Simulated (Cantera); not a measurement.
A closed system holds: 1 mol B, 1.5 mol H2O, 5.3 mol H2, equilibrated at 2023 K and 1.00 bar.

These are equilibrium values from Cantera (NASA tables, ideal gas, pure condensed phases), not measurements of a reactor. Candidate condensed phases: B, B2O3, B3O3H3, H2O; 23 gas species. Equilibrium is a limit: real reactors are often held back by kinetics, nucleation or transport.

Base state: H2 0.888, HBO 0.0371, HBO2 0.0361, B2O3 0.0272, H2O 0.00518, B2O2 0.00408, H 0.00179, BO 0.00106 (mole fractions); condensed: gas only.

Q: What changes in the equilibrium state with this change: temperature from 2023 K to 2148.15 K?

A: 
| species | before | after |
|---|---|---|
| H2 | 0.888 | 0.881 |
| HBO | 0.0371 | 0.0405 |
| HBO2 | 0.0361 | 0.0367 |
| B2O3 | 0.0272 | 0.0244 |
| B3O3H3 | 2.68e-5 | 4.36e-6 |
| BO2 | 9.14e-6 | 2.53e-5 |
| H | 0.00179 | 0.00392 |
| BO | 0.00106 | 0.00228 |

Q: What changes in the equilibrium state with this change: temperature from 2023 K to 975 K?

A: 
| species | before | after |
|---|---|---|
| H2 | 0.888 | 1.000 |
| H2O | 0.00518 | 2.76e-6 |
| B3O3H3 | 2.68e-5 | 1.84e-6 |
| HBO | 0.0371 | 3.24e-8 |
| HBO2 | 0.0361 | 2.54e-8 |
| B2O3 | 0.0272 | <1e-9 |
| B2O2 | 0.00408 | <1e-9 |
| H | 0.00179 | 1.14e-9 |
| B2O3(l), mol | 0 | 0.500 |
